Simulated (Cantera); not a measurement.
A perfectly stirred reactor is fed with 3.61 % C3H8, 20.3 % O2, 76.1 % N2, equivalence ratio 0.89, at 1000000 Pa; it is adiabatic with a 625 K inlet, and is followed from long to short residence time, starting on the burning branch (τ in s: 0.12, 0.041, 0.014, 0.005, 0.0017, 0.00061, 0.00021, 7.4e-05, 2.6e-05, 9e-06, 3.2e-06).

Cantera simulation using GRI-Mech 3.0 (53 species, 325 reactions); the numbers are that mechanism's predictions, not measurements. GRI-Mech 3.0 was tuned for natural gas; its chemistry of propane as a main component is partial and can be far from experiment.

Problem. Predict: blow-out, bracketed by the residence times tried; x(C3H8) at τ = 0.120 s; x(O2) at τ = 0.120 s; x(H2) at τ = 0.120 s; x(H2O) at τ = 0.120 s; x(CH3) at τ = 0.120 s; x(C3H8) at τ = 0.610 ms; x(O2) at τ = 0.610 ms; x(H2) at τ = 0.610 ms; x(H2O) at τ = 0.610 ms; x(CH3) at τ = 0.610 ms.

Solution. 
```json
{
 "blow_out_bracketed_by_the_residence_times_tried": "burning at 9.00 µs, out at 3.20 µs",
 "x(C3H8) at τ = 0.120 s": "1.71e-8",
 "x(O2) at τ = 0.120 s": "0.0207",
 "x(H2) at τ = 0.120 s": "0.00107",
 "x(H2O) at τ = 0.120 s": "0.136",
 "x(CH3) at τ = 0.120 s": "6.43e-8",
 "x(C3H8) at τ = 0.610 ms": "2.70e-6",
 "x(O2) at τ = 0.610 ms": "0.0251",
 "x(H2) at τ = 0.610 ms": "0.00195",
 "x(H2O) at τ = 0.610 ms": "0.133",
 "x(CH3) at τ = 0.610 ms": "8.06e-6"
}
```
